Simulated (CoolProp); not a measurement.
Vapour-liquid equilibrium of m-xylene (1) + n-decane (2) at 0.000221 MPa; x and y are mole fractions of (1).

Values from CoolProp's multi-fluid Helmholtz-energy mixture model, Zhou 2012 and Lemmon 2006; pair parameters Bell 2016.

```tsv
x	bubble temperature (°C)	y at the bubble point	dew temperature at overall composition x (°C)	liquid density (mol/L)
0.05	23.7	0.283	27.2	5.214
0.15	17.9	0.574	25.8	5.461
0.25	13.9	0.719	24.3	5.715
0.35	10.9	0.804	22.6	5.983
0.45	8.5	0.860	20.7	6.268
0.55	6.5	0.901	18.5	6.573
0.65	4.7	0.932	16.0	6.903
0.75	3.1	0.956	12.9	7.260
0.85	1.7	0.976	9.0	7.649
0.95	0.4	0.993	3.6	8.074
```

No azeotrope shows between x = 0.05 and 0.95.

The pair parameters rest on a limited set of measurements; away from them the model extrapolates.
